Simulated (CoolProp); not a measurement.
Aqueous magnesium chloride as a coolant, at -19 °C, 1 atm.

Model: Melinder's fits for secondary coolants, in CoolProp.

```
mass %  freezing point (°C)  viscosity (mPa s)  density (kg/m³)  cp (kJ/(kg K))  Prandtl number
------  -------------------  -----------------  ---------------  --------------  --------------
16.7                  -20.3               7.74             1154           3.161            49.8
19                    -25.9               8.87             1176           3.048            55.6
21.3                  -32.9               13.0             1202           2.946            80.0
23.6                  -42.4               32.3             1231           2.855             199
25.9                  -56.2                211             1267           2.777            1330
28.3                  -78.0               8080             1314           2.710           54800
```
